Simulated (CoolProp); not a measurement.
Values from CoolProp's reference Helmholtz-energy equation of state, Gao 2020.

Task: For ammonia, give the phase and the cp (kJ/(kg K)), conductivity (mW/(m K)), Prandtl number at 517.4 K and 6.55 bar; 710.2 K and 0.624 bar; 615.6 K and 11.2 bar.

Result: 
- 517.4 K and 6.55 bar: gas; cp 2.53, conductivity 56.3, Prandtl number 0.833
- 710.2 K and 0.624 bar: gas; cp 2.84, conductivity 78.7, Prandtl number 0.931
- 615.6 K and 11.2 bar: gas; cp 2.71, conductivity 71.2, Prandtl number 0.849

Viscosity comes from a separate model (Fenghour 1995). Thermal conductivity comes from a separate model (Tufeu 1984).
